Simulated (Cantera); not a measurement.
Input (Python, Cantera):

```python
import numpy as np
import cantera as ct

gas = ct.Solution("gri30.yaml")


def delay(T, t_max=10):
    gas.TPX = T, 1300000, {'CO': 1, 'H2': 1.5, 'CH4': 0.04, 'O2': 1.82, 'N2': 8.93, 'H2O': 0.52}
    reactor = ct.IdealGasReactor(gas, clone=False)
    net = ct.ReactorNet([reactor])
    net.rtol, net.atol = 1e-8, 1e-16
    while net.time < t_max:
        t_old, T_old = net.time, reactor.T
        net.step()
        if reactor.T > T + 400:  # ignition: a rise of 400 K
            return t_old + (T + 400 - T_old) / (reactor.T - T_old) * (net.time - t_old)
    return np.nan


taus = []
for T in [1025, 1075, 1125, 1175, 1225, 1275, 1325]:
    taus.append(delay(T))
    print(f"T0 = {T:6g} K   tau = {taus[-1]:.4e} s")
```

Output:

```
T0 =   1025 K   tau = 4.2140e-03 s
T0 =   1075 K   tau = 1.4702e-03 s
T0 =   1125 K   tau = 5.3635e-04 s
T0 =   1175 K   tau = 1.9908e-04 s
T0 =   1225 K   tau = 7.2828e-05 s
T0 =   1275 K   tau = 2.6041e-05 s
T0 =   1325 K   tau = 1.0346e-05 s
```

Computed with Cantera and GRI-Mech 3.0 (53 species, 325 reactions). The pressure lies above the range GRI-Mech 3.0 was tuned for (to about 10 atm).
